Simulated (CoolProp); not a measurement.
Vapour-liquid equilibrium of R125 (1) + R152A (2) at -12.55 °C; x and y are mole fractions of (1).

Model: multi-fluid Helmholtz-energy mixture model, Lemmon 2005 and Outcalt 1996; pair parameters Bell 2016, in CoolProp.

Task: Give the bubble pressure and the first vapour's composition at x = 0.425, 0.725, 0.875. Is there an azeotrope?

Result: x = 0.425: 0.2753 MPa, y = 0.635; x = 0.725: 0.3571 MPa, y = 0.863; x = 0.875: 0.4024 MPa, y = 0.946. No azeotrope shows between x = 0.05 and 0.95.

Pair parameters are fitted to limited data, so mixtures are less certain than the pure fluids.
